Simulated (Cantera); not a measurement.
A freely propagating, adiabatic, planar premixed flame of 5.69 % CH4, 2.79 % C2H6, 0.968 % C3H8, 15.4 % O2, 75.2 % N2, equivalence ratio 1.7, unburnt at 398 K and 100.0 Torr; mixture-averaged transport, grid criteria slope 0.08 and curve 0.16, no radiation.

Detailed kinetics in Cantera: GRI-Mech 3.0 (53 species, 325 reactions). Burning velocities carry a grid error of a few per cent, more on coarse grids.

Q: Predict: laminar burning velocity; thermal thickness; peak x(O).

A: 
```json
{
  "laminar_burning_velocity": "14.5 cm/s",
  "thermal_thickness": "9.14 mm",
  "peak x(O)": "2.50e-5"
}
```
